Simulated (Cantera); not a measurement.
An isothermal, constant-pressure homogeneous reactor starts with 39.9 % NO, 59.9 % N₂, 0.220 % H₂O, at 2100 K and 20.0 Torr.

Model: GRI-Mech 3.0 (53 species, 325 reactions), integrated in Cantera. Radical loss at walls, strong at low pressure, is not modelled.

x: mole fraction; the columns are a selection and need not sum to one.

```
t (s)        x NO    x NO₂   x N₂      x O₂       x O    x N₂O
--------  -------  -------  -----  --------  --------  -------
0.000200    0.399  5.79e-9  0.599   5.00e-9   1.93e-6      [?]
0.000928    0.399  1.59e-7  0.599   1.11e-7   8.37e-6      [?]
0.00431     0.399  3.87e-6  0.599   4.28e-6   3.21e-5      [?]
0.0200      0.398  7.87e-6  0.599  0.000235  0.000113      [?]
0.0928      0.394  9.29e-6  0.601   0.00224  0.000479  3.04e-5
0.431       0.367  2.26e-5  0.614    0.0153   0.00117  3.08e-5
2.00        0.227  3.40e-5  0.683    0.0842   0.00255      [?]
9.28       0.0245  5.50e-6  0.784     0.185   0.00368      [?]
43.1      0.00958  2.20e-6  0.792     0.192   0.00376  8.76e-8
200       0.00958  2.20e-6  0.792     0.192   0.00376  8.76e-8
```

Problem. Complete the blanks.

Solution. 
- 0.000200, x N₂O: 1.95e-6
- 0.000928, x N₂O: 8.63e-6
- 0.00431, x N₂O: 3.26e-5
- 0.0200, x N₂O: 5.26e-5
- 2.00, x N₂O: 1.18e-5
- 9.28, x N₂O: 1.96e-7
